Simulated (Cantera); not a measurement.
## Hydrocarbon pyrolysis for carbon deposition

An isothermal, constant-pressure homogeneous reactor starts with C2H4 : H2 = 1 : 73 (molar parts), at 1775 K and 3.53 Torr.

Cantera simulation using GRI-Mech 3.0 (53 species, 325 reactions); the numbers are that mechanism's predictions, not measurements. GRI-Mech 3.0 was tuned for natural gas; its chemistry of ethylene as a main component is partial and can be far from experiment. GRI-Mech 3.0 stops at C3 and has no aromatics, soot or wall deposition, so with more carbon than oxygen in the feed, carbon stays in small species such as C2H2 where larger ones or solid carbon would form. Radical loss at walls, strong at low pressure, is not modelled.

| t (s) | x C2H4 | x H2 | x H | x C2H | x CH4 | x C2H6 | x CH2 |
|---|---|---|---|---|---|---|---|
| 4.00e-6 | 0.0135 | 0.986 | 2.11e-9 | <1e-12 | <1e-12 | <1e-12 | <1e-12 |
| 9.72e-6 | 0.0135 | 0.986 | 5.61e-9 | <1e-12 | <1e-12 | 3.00e-12 | <1e-12 |
| 2.36e-5 | 0.0135 | 0.986 | 1.57e-8 | <1e-12 | <1e-12 | 1.60e-11 | <1e-12 |
| 5.74e-5 | 0.0135 | 0.986 | 4.39e-8 | <1e-12 | <1e-12 | 7.53e-11 | <1e-12 |
| 0.000139 | 0.0135 | 0.986 | 1.16e-7 | <1e-12 | 1.04e-11 | 2.82e-10 | <1e-12 |
| 0.000339 | 0.0134 | 0.986 | 2.93e-7 | <1e-12 | 1.53e-10 | 7.79e-10 | 3.95e-12 |
| 0.000823 | 0.0133 | 0.986 | 7.21e-7 | 1.39e-12 | 1.33e-9 | 1.61e-9 | 1.34e-11 |
| 0.00200 | 0.0129 | 0.986 | 1.75e-6 | 8.07e-12 | 7.15e-9 | 2.43e-9 | 3.62e-11 |
| 0.00486 | 0.0121 | 0.987 | 4.22e-6 | 4.57e-11 | 2.64e-8 | 2.65e-9 | 8.59e-11 |
| 0.0118 | 0.0104 | 0.987 | 9.92e-6 | 2.44e-10 | 7.95e-8 | 2.46e-9 | 1.76e-10 |
| 0.0287 | 0.00702 | 0.987 | 2.21e-5 | 1.13e-9 | 2.17e-7 | 1.93e-9 | 2.68e-10 |
| 0.0697 | 0.00256 | 0.987 | 4.51e-5 | 3.88e-9 | 4.81e-7 | 8.81e-10 | 2.00e-10 |
| 0.169 | 0.000173 | 0.987 | 8.84e-5 | 9.27e-9 | 6.84e-7 | 8.09e-11 | 2.67e-11 |
| 0.412 | 4.91e-6 | 0.986 | 0.000190 | 2.01e-8 | 7.09e-7 | 3.47e-12 | 2.33e-12 |
| 1.00 | 3.67e-6 | 0.986 | 0.000434 | 4.60e-8 | 7.31e-7 | 4.30e-12 | 6.05e-12 |
x: mole fraction; the columns are a selection and need not sum to one.

Equilibrium at this temperature and pressure: C2H4 1.70e-6, H2 0.982, H 0.00421, C2H 4.48e-7, CH4 3.67e-5, C2H6 1.16e-11, CH2 1.50e-8 (gas phase only).
